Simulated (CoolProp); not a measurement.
A closed Brayton cycle with carbon dioxide: compressor inlet 305.15 K and 10 MPa, high pressure 27.9 MPa, turbine inlet 935 K, compressor efficiency 0.85, turbine efficiency 0.9, recuperator effectiveness 0.95 (on enthalpy, no pinch check). Each further row changes one setting.

Model: reference Helmholtz-energy equation of state, Span 1996, in CoolProp.

```csv
case,thermal efficiency (%),net work (kJ/kg),compressor to turbine work,compressor exit (K),turbine exit (K)
as stated,43.7,128,0.17,329.8,801.7
turbine inlet 885 K,42.3,119,0.18,329.8,756.3
compressor inlet 315.15 K,…,…,0.20,…,801.7
high pressure 23.7 MPa,…,111,0.16,…,…
recuperator effectiveness 0.5,…,128,0.17,329.8,801.7
```

Question: What belongs in the gaps?

Answer: 
- compressor inlet 315.15 K, thermal efficiency (%): 41.3
- compressor inlet 315.15 K, net work (kJ/kg): 123
- compressor inlet 315.15 K, compressor exit (K): 354.7
- high pressure 23.7 MPa, thermal efficiency (%): 43.0
- high pressure 23.7 MPa, compressor exit (K): 324.9
- high pressure 23.7 MPa, turbine exit (K): 822.2
- recuperator effectiveness 0.5, thermal efficiency (%): 22.7
